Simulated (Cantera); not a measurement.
Standard-state values (1 bar) from the NASA 1993 polynomials, evaluated with Cantera. Values are per mole of reaction as written; species without (g) are pure solids or liquids, kept so even where they would boil at 1 bar.

Task: Between 523 and 1023 K, where is each reaction favourable under standard conditions?
- 3 NbO₂ → 2 O₃(g) + 3 Nb
- 2 N₂O(g) + NbO₂ → Nb + 4 NO(g)

Result: 
- 3 NbO₂ → 2 O₃(g) + 3 Nb: ΔG° is 2449 kJ at 523 K and 2252 kJ at 1023 K; it stays positive (K < 1). ΔH° is 2638 kJ and ΔS° 378 J/K at 1023 K.
- 2 N₂O(g) + NbO₂ → Nb + 4 NO(g): ΔG° is 795 kJ at 523 K and 608 kJ at 1023 K; it stays positive (K < 1). ΔH° is 984 kJ and ΔS° 367 J/K at 1023 K.
